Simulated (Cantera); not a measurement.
A closed system holds: 1 mol CCl4, 2 mol H2, at 600 K and 133 Pa.

Cantera equilibrium calculation (NASA polynomials, part measured and part estimated; ideal gas, pure solids and liquids). Rates play no part.

```json
[
 {"species": "HCl", "before": "1.00", "after": "0.685"},
 {"species": "Cl", "before": "<1e-9", "after": "0.199"},
 {"species": "H2", "before": "2.96e-9", "after": "0.0829"},
 {"species": "H", "before": "<1e-9", "after": "0.0329"},
 {"species": "C2H2 (acetylene)", "before": "<1e-9", "after": "0.000159"},
 {"species": "Cl2", "before": "2.95e-9", "after": "3.37e-5"},
 {"species": "C(graphite), mol", "before": "1.00", "after": "0.998"}
]
```
Gas species are given as mole fractions.

### Question
Name the change that produced these shifts.
A) H2 from 2 to 2.6 mol
B) H2 from 2 to 0.15 mol
C) H2 from 2 to 0.092 mol
D) temperature from 600 K to 2148 K

### Answer
D, temperature from 600 K to 2148 K
